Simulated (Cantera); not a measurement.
Cantera run:

```python
import numpy as np
import cantera as ct

gas_names = """
    Fe FeO Fe(OH)2 H HO2 H2 H2O H2O2 H2S H2SO4 O OH O2 O3 S SH SO SO2 SO3 S2 S2O S8
""".split()
cond_names = """
    Fe(a) Fe(c) Fe(d) Fe(L) FeO(s) FeO(L) Fe(OH)2(s) Fe(OH)3(s) FeS(a) FeS(b) FeS(c) FeS(L) FeSO4(s)
    FeS2(s) Fe2O3(s) Fe2S3O12(s) Fe3O4(s) H2O(s) H2O(L) H2SO4(L) S(cr1) S(cr2) S(L)
""".split()


# ... load() reads the species with a 1 bar reference pressure and builds the phases ...
atoms = {
    'FeS': {'Fe': 1, 'S': 1},
    'H2': {'H': 2},
    'H2O': {'H': 2, 'O': 1},
}
top_T = {'FeSO4(s)': 950, 'FeS2(s)': 1010, 'Fe2O3(s)': 1830, 'Fe2S3O12(s)': 1100, 'Fe3O4(s)': 1870}  # K; cautious upper limits of use, not melting points


# ... equilibrate(T, P, feed) seeds the gas with the atoms and calls Mixture.equilibrate('TP', solver="vcs", rtol=1e-11, max_steps=5000) ...
results = []
feed = {'FeS': 1, 'H2': 96, 'H2O': 3.3}  # mol
T = 1448  # K
P = 1333.22  # Pa
mix = equilibrate(T, P, feed)
results.append((T, P, feed, dict(zip(mix.species_names, mix.species_moles))))
print(gas.report(threshold=1e-06))
for i in range(1, mix.n_phases):
    print(f"{mix.phase(i).name:16s} {mix.phase_moles(i):12.5e} mol")
```

Result:

```
       temperature   1448 K
          pressure   1333.2 Pa
           density   0.00031775 kg/m^3
  mean mol. weight   2.8694 kg/kmol
   phase of matter   gas

                          1 kg             1 kmol
                     ---------------   ---------------
          enthalpy        9.4226e+06        2.7037e+07  J
   internal energy        5.2268e+06        1.4998e+07  J
           entropy             76189        2.1862e+05  J/K
    Gibbs function        -1.009e+08       -2.8952e+08  J
 heat capacity c_p             11434             32810  J/K
 heat capacity c_v            8536.8             24495  J/K

                      mass frac. Y      mole frac. X     chem. pot. / RT
                     ---------------   ---------------   ---------------
                Fe        6.9602e-05        3.5762e-06           -6.3723
                 H        2.7432e-05         7.809e-05           -11.431
                H2           0.67234           0.95695           -22.862
               H2O           0.20853          0.033215           -53.956
               H2S           0.10938         0.0092101           -39.111
                 S        3.7251e-05         3.334e-06           -16.249
                SH         0.0026064        0.00022616            -27.68
                SO        2.0435e-05        1.2201e-06           -47.343
                S2         0.0069789        0.00031231           -32.498
     [  +13 minor]        7.7285e-06        3.7745e-07

Fe(c)             9.99642e-01 mol
FeO(s)            0.00000e+00 mol
Fe(OH)2(s)        0.00000e+00 mol
Fe(OH)3(s)        0.00000e+00 mol
FeS(c)            0.00000e+00 mol
Fe2O3(s)          0.00000e+00 mol
Fe3O4(s)          0.00000e+00 mol
S(L)              0.00000e+00 mol
```

Cantera equilibrium calculation (NASA polynomials, part measured and part estimated; ideal gas, pure solids and liquids).
